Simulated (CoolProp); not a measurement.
Ethanol along the isobar 193 bar: density (kg/m³) from the reference equation and from simpler models built on Tc = 514.7 K, pc = 62.68 bar, ω = 0.644; each cubic takes its own stable root.

Model: reference Helmholtz-energy equation of state, Schroeder 2014, in CoolProp.

| T (K) | phase | reference |
|---|---|---|
| 323.3 | liquid | 781.1 |
| 351.4 | liquid | 757.9 |
| 379.4 | liquid | 732.8 |
| 407.5 | liquid | 704.5 |
| 435.6 | liquid | 671.9 |
| 463.7 | liquid | 634.5 |
| 491.7 | liquid | 592.2 |
| 519.8 | supercritical | 542.9 |
| 547.9 | supercritical | 481.2 |

Task: How far does each simpler model (van der Waals, Redlich-Kwong, Soave-Redlich-Kwong, Peng-Robinson) lie from the reference over these 9 states: mean and median of the absolute difference, and the worst?

Result: 
- van der Waals: mean 41.1 %, median 42.7 %, worst -44.5 % at 323.3 K and 193 bar
- Redlich-Kwong: mean 21.6 %, median 21.8 %, worst -22.7 % at 463.7 K and 193 bar
- Soave-Redlich-Kwong: mean 18.6 %, median 17.7 %, worst -24.1 % at 547.9 K and 193 bar
- Peng-Robinson: mean 8.9 %, median 7.4 %, worst -16.5 % at 547.9 K and 193 bar
